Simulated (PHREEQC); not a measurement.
Dissolve 0.015 mol Cu(NO3)2 and 0.0011 mol Na2HAsO4 per kg of water at 25 °C. Closed to the air; pH follows from the charge balance.

Model: ion-association model, wateq4f.dat, run in PHREEQC.

Task: The ionic strength comes out as 0.0456 mol/kgw. What activity coefficients do HAsO4-2, H2AsO4-, NO3-, H+, Cu2(OH)2+2 get?

Result: HAsO4-2 0.47, H2AsO4- 0.83, NO3- 0.81, H+ 0.86, Cu2(OH)2+2 0.47.

No solid was allowed to form. Examples of supersaturated solids here: Cu3(AsO4)2:6w, Cu2(OH)3NO3. Others may be too. The database has no arsenate complexes of Cu.
